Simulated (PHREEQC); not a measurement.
Make-up at 25 °C: 0.17 mol KHCO3, 0.017 mol NaCl and 0.0047 mol AlCl3 per kg of water. Closed to the air; pH follows from the charge balance.

The numbers come from PHREEQC with the ion-association model, phreeqc.dat.

Precipitation was switched off in this run.

**Question.** Estimate the pH.

**Answer.** pH 7.12.

**Question.** In which forms is Na present?

**Answer.** Na+ 96 %, NaHCO3 4.4 % of the Na.

Saturation is exceeded, for instance for Al(OH)3(a), Gibbsite (slow to form); the values hold only as long as no solid forms.
